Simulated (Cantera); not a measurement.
A perfectly stirred reactor is fed with 14.4 % CH₄, 18.0 % O₂, 67.6 % N₂, at 6.32 atm; it is adiabatic with a 700 K inlet, and is followed from long to short residence time, starting on the burning branch (τ in s: 0.15, 0.064, 0.028, 0.012, 0.0052, 0.0022, 0.00096, 0.00042, 0.00018, 7.8e-05).

Model: GRI-Mech 3.0 (53 species, 325 reactions), integrated in Cantera.

Question: Predict: blow-out, bracketed by the residence times tried; x(CH₄) at τ = 0.150 s; x(O₂) at τ = 0.150 s; x(C₂H₂) at τ = 0.150 s; x(CO₂) at τ = 0.150 s; x(C₂H₄) at τ = 0.150 s; x(CH₄) at τ = 2.20 ms; x(O₂) at τ = 2.20 ms; x(C₂H₂) at τ = 2.20 ms; x(CO₂) at τ = 2.20 ms; x(C₂H₄) at τ = 2.20 ms.

Answer: 
```
Quantity                                                                        Value
------------------------------------------------  -----------------------------------
blow-out, bracketed by the residence times tried  burning at 0.180 ms, out at 78.0 µs
x(CH₄) at τ = 0.150 s                                                        0.000260
x(O₂) at τ = 0.150 s                                                          2.06e-5
x(C₂H₂) at τ = 0.150 s                                                        1.69e-5
x(CO₂) at τ = 0.150 s                                                          0.0325
x(C₂H₄) at τ = 0.150 s                                                        1.48e-7
x(CH₄) at τ = 2.20 ms                                                         0.00401
x(O₂) at τ = 2.20 ms                                                          0.00106
x(C₂H₂) at τ = 2.20 ms                                                        0.00246
x(CO₂) at τ = 2.20 ms                                                          0.0344
x(C₂H₄) at τ = 2.20 ms                                                        4.82e-5
```
